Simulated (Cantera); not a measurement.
Feed: 1 mol SiHCl₃, 0.42 mol C₂H₂, a varied amount of H₂, held at 2448 K and 0.100 bar.

Cantera equilibrium calculation (NASA polynomials, part measured and part estimated; ideal gas, pure solids and liquids). Candidate condensed phases: C, C₆H₆, C₇H₈, C₈H₁₈, Si, SiC; 109 gas species. Gases not in the tables: Si₂H₆ and higher silanes. Equilibrium is a limit: real reactors are often held back by kinetics, nucleation or transport.

Q: At 720 mol H₂, list the 6 most abundant gas species with their mole fractions, and the condensed phases.

A: H₂ 0.933, H 0.0608, HCl 0.00383, Si 0.00117, C₂H₂ (acetylene) 0.000535, Cl 0.000177. Condensed: gas only.
